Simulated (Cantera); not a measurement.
Gas mixture: O₂ = 0.39 (molar parts), at 3.23 Torr, frozen composition.

Cantera's kinetic-theory transport with the Lennard-Jones parameters of GRI-Mech 3.0, ideal gas; thermal conductivity in the mixture-averaged form.

One state of this run: ρ (kg/m³) = 0.00207; cp (J/kg/K) = 1055; μ (µPa s) = 41.4; λ (mW/m/K) = 61.4; Pr = 0.710; D (cm²/s) NO = 260; D (cm²/s) CH₄ = 292; D (cm²/s) N₂ = 264. D: mixture-averaged diffusion coefficient of that species in the mixture.

Which value of T (K) does it belong to?
(A) 600
(B) 800
(C) 500
(D) 700

B, 800
